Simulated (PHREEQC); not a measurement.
0.1 g of hydrous ferric oxide (600 m²/g; 0.2 weak and 0.005 strong sites per Fe, Dzombak-Morel constants, diffuse double layer) in 1 kg of water with 0.01 mol/kgw of an inert sodium salt and 5e-06 mol/kgw PbCl2, at 25 °C; the pH is set by adding NaOH or the inert anion's acid. O2 is buffered at 0.21 atm. CO2 from the air is kept out. Nothing may precipitate in this run.

The series has 17 steps of pH, from 4 to 10.

The numbers come from PHREEQC with the ion-association model, wateq4f.dat.

Question: Near which pH is half of the Pb sorbed, and on which side is more sorbed?

Answer: Near pH 4.3, with more sorbed at higher pH.

Complexes and solids missing from the database can't appear.
